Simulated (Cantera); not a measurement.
**Moist CO burnout**

An isothermal, constant-pressure homogeneous reactor starts with CO : O₂ : H₂O : N₂ = 0.0025 : 0.013 : 0.00049 : 1 (molar parts), equivalence ratio 0.096, at 1148 K and 225 Torr.

Detailed kinetics in Cantera: GRI-Mech 3.0 (53 species, 325 reactions).

```csv
t (s),x CO,x O₂,x H₂O,x NO,x OH
0.000100,0.00246,0.0128,0.000482,<1e-12,<1e-12
0.000301,0.00246,0.0128,0.000482,<1e-12,<1e-12
0.000903,0.00246,0.0128,0.000482,<1e-12,2.26e-12
0.00271,0.00246,0.0128,0.000482,<1e-12,1.74e-11
0.00816,0.00246,0.0128,0.000482,<1e-12,1.47e-10
0.0245,0.00246,0.0128,0.000482,<1e-12,3.07e-9
0.0737,0.00237,0.0127,0.000477,1.10e-10,5.68e-6
0.221,0.000459,0.0118,0.000473,5.17e-8,1.02e-5
0.665,5.48e-5,0.0116,0.000481,7.59e-8,3.66e-6
2.00,5.64e-6,0.0116,0.000482,8.40e-8,1.31e-6
```
x: mole fraction; the columns are a selection and need not sum to one.

Equilibrium at this temperature and pressure: CO 2.04e-10, O₂ 0.0116, H₂O 0.000483, NO 3.41e-5, OH 6.53e-8 (gas phase only).
